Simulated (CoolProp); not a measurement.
A Linde-Hampson liquefier for methane: isothermal reversible compression at 300 K from 1 atm to 40 MPa, throttling to 1 atm, return gas leaving the recuperator 5 K below the feed. Each further row changes one setting.

Model: reference Helmholtz-energy equation of state, Setzmann 1991, in CoolProp.

```tsv
case	liquid yield per pass	compression work (kJ/kg of gas)
as stated	0.239	877
high pressure 80 MPa	0.214	1020
warm-end temperature 330 K	0.190	986
warm-end gap 10 K	0.230	877
```
